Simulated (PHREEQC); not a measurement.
Dissolve 31 mmol/kgw TMAH, 0.33 mmol/kgw H4SiO4 and 17 mmol/kgw CO2 at 25 °C. Closed to the air; pH follows from the charge balance.

The numbers come from PHREEQC with the ion-association model, phreeqc.dat.

| quantity | before | after |
|---|---|---|
| pH | 10.63 | 10.41 |
| ionic strength (mol/kgw) | 0.0442 | 0.0424 |
| CO3-2 (mol/kgw) | 0.0132 | 0.0114 |
| HCO3- (mol/kgw) | 0.00382 | 0.00557 |
| CO2 (mol/kgw) | 1.66e-7 | 4.04e-7 |

Question: Name the change that produced these shifts.
A) TMAH left out
B) H4SiO4 from 0.00033 to 0.00165 mol/kgw
C) diluted 100-fold with water
D) H4SiO4 left out
E) H4SiO4 replaced by H2SiF6 at the same molality

Answer: E, H4SiO4 replaced by H2SiF6 at the same molality

This is a speciation only: nothing precipitates in the calculation. (CH3)4N+ isn't in the database: it is added as a free cation with an ion size of 4 Å. SiF6-2 is the database's only silicon fluoride.
